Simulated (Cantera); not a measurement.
A Cantera script and what it prints.

```python
import numpy as np
import cantera as ct

gas_names = """
    C CN CO CO2 C2 CCN CNC C2N2 C2O C3 C3O2 C4 C4N2 C5 Fe FeC5O5 FeO N NCO NO NO2 NO3 N2 N2O O O2 O3
""".split()
cond_names = """
    C(gr) Fe(a) Fe(c) Fe(d) Fe(L) FeC5O5(L) FeO(s) FeO(L) Fe2O3(s) Fe3O4(s)
""".split()


# ... load() reads the species with a 1 bar reference pressure and builds the phases ...
atoms = {
    'Fe(CO)5': {'Fe': 1, 'C': 5, 'O': 5},
    'N2': {'N': 2},
}
top_T = {'C(gr)': 4500, 'Fe2O3(s)': 1830, 'Fe3O4(s)': 1870}  # K; cautious upper limits of use, not melting points


# ... equilibrate(T, P, feed) seeds the gas with the atoms and calls Mixture.equilibrate('TP', solver="vcs", rtol=1e-11, max_steps=5000) ...
results = []
feed = {'Fe(CO)5': 1, 'N2': 25}  # mol
P = 1333.22  # Pa
for T in [800, 850, 900, 950, 1000, 1050, 1100, 1150, 1200, 1250, 1300, 1350, 1400]:
    mix = equilibrate(T, P, feed)
    results.append((T, P, feed, dict(zip(mix.species_names, mix.species_moles))))
    x = sorted(zip(gas.X, gas.species_names), reverse=True)
    print(f"T = {T:g} K  P = {P:g} Pa  gas = {mix.phase_moles(0):.4g} mol")
    print("   x: " + "  ".join(f"{s} {v:.3e}" for v, s in x if v > 1e-05))
    print("   condensed (mol): " + ("  ".join(f"{mix.phase(i).name} {mix.phase_moles(i):.4g}"
          for i in range(1, mix.n_phases) if mix.phase_moles(i) > 1e-12) or "none"))
```

Output:

```
T = 800 K  P = 1333.22 Pa  gas = 29.37 mol
   x: N2 8.512e-01  CO 1.275e-01  CO2 2.139e-02
   condensed (mol): C(gr) 0.6282  Fe(a) 1
T = 850 K  P = 1333.22 Pa  gas = 29.8 mol
   x: N2 8.390e-01  CO 1.542e-01  CO2 6.825e-03
   condensed (mol): C(gr) 0.2034  Fe(a) 1
T = 900 K  P = 1333.22 Pa  gas = 29.94 mol
   x: N2 8.350e-01  CO 1.630e-01  CO2 1.979e-03
   condensed (mol): C(gr) 0.05925  Fe(a) 1
T = 950 K  P = 1333.22 Pa  gas = 29.98 mol
   x: N2 8.338e-01  CO 1.655e-01  CO2 6.114e-04
   condensed (mol): C(gr) 0.01833  Fe(a) 1
T = 1000 K  P = 1333.22 Pa  gas = 29.99 mol
   x: N2 8.335e-01  CO 1.663e-01  CO2 2.091e-04
   condensed (mol): C(gr) 0.006272  Fe(a) 1
T = 1050 K  P = 1333.22 Pa  gas = 30 mol
   x: N2 8.334e-01  CO 1.665e-01  CO2 7.903e-05
   condensed (mol): C(gr) 0.002371  Fe(a) 1
T = 1100 K  P = 1333.22 Pa  gas = 30 mol
   x: N2 8.334e-01  CO 1.666e-01  CO2 3.266e-05
   condensed (mol): C(gr) 0.0009799  Fe(a) 1
T = 1150 K  P = 1333.22 Pa  gas = 30 mol
   x: N2 8.333e-01  CO 1.666e-01  CO2 1.461e-05
   condensed (mol): C(gr) 0.0004381  Fe(a) 1
T = 1200 K  P = 1333.22 Pa  gas = 30 mol
   x: N2 8.333e-01  CO 1.667e-01
   condensed (mol): C(gr) 0.0002099  Fe(c) 1
T = 1250 K  P = 1333.22 Pa  gas = 30 mol
   x: N2 8.333e-01  CO 1.667e-01
   condensed (mol): C(gr) 0.0001069  Fe(c) 1
T = 1300 K  P = 1333.22 Pa  gas = 30 mol
   x: N2 8.333e-01  CO 1.667e-01
   condensed (mol): C(gr) 5.746e-05  Fe(c) 1
T = 1350 K  P = 1333.22 Pa  gas = 30 mol
   x: N2 8.333e-01  CO 1.667e-01
   condensed (mol): C(gr) 3.238e-05  Fe(c) 1
T = 1400 K  P = 1333.22 Pa  gas = 30 mol
   x: N2 8.333e-01  CO 1.667e-01
   condensed (mol): C(gr) 1.903e-05  Fe(c) 1
```

Equilibrium computed with Cantera from the NASA thermochemical tables; the gas is ideal and each condensed phase is pure. Condensed phases not in the tables: cementite and carbon dissolved in iron.
